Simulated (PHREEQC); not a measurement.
**Brine (model solution)**

Solution (25 °C): 1.9 mol/kgw KOH, 0.081 mol/kgw Na2B4O7 and 3 mol/kgw NaCl. Closed to the air; pH follows from the charge balance.

Model: Pitzer model, pitzer.dat, run in PHREEQC.

```json
{
 "pH": "14.26",
 "ionic_strength": "5.06 mol/kgw",
 "activity_of_water": "0.820",
 "density": "1.196 g/cm³",
 "osmotic_coefficient": "1.085",
 "total_alkalinity": "2060 meq/kg"
}
```

```csv
species,molality,activity,log γ
Na+,3.16,2.51,-0.100
Cl-,3.00,1.78,-0.226
K+,1.90,1.43,-0.124
OH-,1.74,1.52,-0.057
B(OH)4-,0.324,0.0751,-0.635
B(OH)3,1.57e-6,8.64e-7,-0.260
```

Precipitation was switched off in this run. Complexes and solids missing from the database can't appear. In brines, pH and single-ion activities rest on the MacInnes convention.
